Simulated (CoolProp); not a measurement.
A single-stage vapour-compression cycle with R115: evaporating at 226.15 K (dew point), condensing at 263.15 K (bubble point), superheat 2 K, subcooling 5 K, compressor efficiency 0.9, no pressure losses. Each further row changes one setting.

Model: reference Helmholtz-energy equation of state, Lemmon 2016, in CoolProp.

```csv
case,cooling COP,pressure ratio,discharge temperature (K),refrigerating effect (kJ/kg),volumetric capacity (kJ/m³)
as stated,4.78,4.50,265.4,99.0,588
evaporating temperature 231.15 K,5.79,3.55,264.9,102,753
condensing temperature 258.15 K,___,___,260.7,104,617
subcooling 10 K,___,4.50,265.4,104,617
superheat 12 K,4.84,4.50,___,105,___
compressor efficiency 0.8,___,4.50,269.0,99.0,588
```

Q: Complete the blanks.

A: 
- condensing temperature 258.15 K, cooling COP: 5.70
- condensing temperature 258.15 K, pressure ratio: 3.78
- subcooling 10 K, cooling COP: 5.02
- superheat 12 K, discharge temperature (K): 275.6
- superheat 12 K, volumetric capacity (kJ/m³): 597
- compressor efficiency 0.8, cooling COP: 4.25
